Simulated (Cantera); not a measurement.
Fluorocarbon and chlorocarbon gases: CF4 + HCl + H2

Charge: 1 mol CF4, 0.046 mol HCl, 1.3 mol H2, at 1348.15 K and 26.0 mbar.

Method: chemical equilibrium by Gibbs-energy minimisation in Cantera with the NASA 1993 tables (ideal gas, pure condensed phases). Candidate condensed phases: C, C6H6, C7H8, C8H18; 118 gas species. Gases not in the tables: C2F6 and larger saturated fluorocarbons. Equilibrium is a limit: real reactors are often held back by kinetics, nucleation or transport.

```yaml
x(HF): 0.869
x(CF4): 0.116
x(HCl): 0.0132
x(Cl): 0.00159
x(Cl2): 0.000187
x(CClF3): 0.000162
x(CF2): 7.21e-6
x(CF3): 2.00e-6
x(CHF3): 1.42e-6
n(C(graphite)): 0.651 mol
gas_amount: 3.000 mol
```
